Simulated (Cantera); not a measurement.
Cantera run:

```python
import numpy as np
import cantera as ct

gas_names = """
    CL CL2 H HCL H2 Si SiCL SiCL2 SiCL3 SiCL4 SiH SiHCL3 SiH2 SiH2CL2 SiH3 SiH3CL SiH4 Si2 Si3
""".split()
cond_names = """
    Si(cr) Si(L)
""".split()


# ... load() reads the species with a 1 bar reference pressure and builds the phases ...
atoms = {
    'Si2Cl6': {'Si': 2, 'CL': 6},
    'Cl2': {'CL': 2},
    'H2': {'H': 2},
}
top_T = {}  # K; cautious upper limits of use, not melting points


# ... equilibrate(T, P, feed) seeds the gas with the atoms and calls Mixture.equilibrate('TP', solver="vcs", rtol=1e-11, max_steps=5000) ...
results = []
feed = {'Si2Cl6': 1, 'Cl2': 0.0052, 'H2': 830}  # mol
T = 875  # K
P = 13332.2  # Pa
mix = equilibrate(T, P, feed)
results.append((T, P, feed, dict(zip(mix.species_names, mix.species_moles))))
x = sorted(zip(gas.X, gas.species_names), reverse=True)
print(f"T = {T:g} K  P = {P:g} Pa  gas = {mix.phase_moles(0):.4g} mol")
print("   x: " + "  ".join(f"{s} {v:.3e}" for v, s in x if v > 0.0001))
print("   condensed (mol): " + ("  ".join(f"{mix.phase(i).name} {mix.phase_moles(i):.4g}"
      for i in range(1, mix.n_phases) if mix.phase_moles(i) > 1e-12) or "none"))
```

Output:

```
T = 875 K  P = 13332.2 Pa  gas = 831.6 mol
   x: H2 9.966e-01  HCL 1.699e-03  SiHCL3 8.658e-04  SiCL4 6.744e-04  SiH2CL2 1.016e-04
   condensed (mol): Si(cr) 0.6237
```

Method: chemical equilibrium by Gibbs-energy minimisation in Cantera with the NASA 1993 tables (ideal gas, pure condensed phases). The feed counts by its element totals alone.
